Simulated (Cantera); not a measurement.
Transport properties of process gases

Gas mixture: 47.0 % N2, 45.5 % H2, 7.48 % NH3, at 10.0 bar, frozen composition.

Cantera's kinetic-theory transport with the Lennard-Jones parameters of GRI-Mech 3.0, ideal gas; thermal conductivity in the mixture-averaged form. Polar gases are described roughly by these parameters. The composition is frozen, though it would react at the higher temperatures.

```json
[
 {"T (K)": "400", "ρ (kg/m³)": "4.62", "cp (J/kg/K)": "1952", "μ (µPa s)": "20.5", "λ (mW/m/K)": "89.2", "Pr": "0.449", "D (cm²/s) H2": "0.130", "D (cm²/s) C2H2": "0.0426", "D (cm²/s) NO": "0.0521"},
 {"T (K)": "650", "ρ (kg/m³)": "2.84", "cp (J/kg/K)": "2025", "μ (µPa s)": "29.0", "λ (mW/m/K)": "128", "Pr": "0.460", "D (cm²/s) H2": "0.294", "D (cm²/s) C2H2": "0.0997", "D (cm²/s) NO": "0.119"},
 {"T (K)": "900", "ρ (kg/m³)": "2.05", "cp (J/kg/K)": "2133", "μ (µPa s)": "36.2", "λ (mW/m/K)": "164", "Pr": "0.470", "D (cm²/s) H2": "0.505", "D (cm²/s) C2H2": "0.174", "D (cm²/s) NO": "0.206"},
 {"T (K)": "1150", "ρ (kg/m³)": "1.61", "cp (J/kg/K)": "2228", "μ (µPa s)": "42.7", "λ (mW/m/K)": "200", "Pr": "0.475", "D (cm²/s) H2": "0.759", "D (cm²/s) C2H2": "0.263", "D (cm²/s) NO": "0.311"},
 {"T (K)": "1400", "ρ (kg/m³)": "1.32", "cp (J/kg/K)": "2313", "μ (µPa s)": "48.6", "λ (mW/m/K)": "236", "Pr": "0.477", "D (cm²/s) H2": "1.05", "D (cm²/s) C2H2": "0.365", "D (cm²/s) NO": "0.431"},
 {"T (K)": "1650", "ρ (kg/m³)": "1.12", "cp (J/kg/K)": "2387", "μ (µPa s)": "54.2", "λ (mW/m/K)": "270", "Pr": "0.479", "D (cm²/s) H2": "1.38", "D (cm²/s) C2H2": "0.480", "D (cm²/s) NO": "0.566"},
 {"T (K)": "1900", "ρ (kg/m³)": "0.973", "cp (J/kg/K)": "2449", "μ (µPa s)": "59.5", "λ (mW/m/K)": "304", "Pr": "0.479", "D (cm²/s) H2": "1.74", "D (cm²/s) C2H2": "0.607", "D (cm²/s) NO": "0.716"},
 {"T (K)": "2150", "ρ (kg/m³)": "0.860", "cp (J/kg/K)": "2500", "μ (µPa s)": "64.5", "λ (mW/m/K)": "336", "Pr": "0.480", "D (cm²/s) H2": "2.14", "D (cm²/s) C2H2": "0.746", "D (cm²/s) NO": "0.878"},
 {"T (K)": "2400", "ρ (kg/m³)": "0.770", "cp (J/kg/K)": "2542", "μ (µPa s)": "69.3", "λ (mW/m/K)": "367", "Pr": "0.479", "D (cm²/s) H2": "2.57", "D (cm²/s) C2H2": "0.895", "D (cm²/s) NO": "1.05"}
]
```
D: mixture-averaged diffusion coefficient of that species in the mixture.
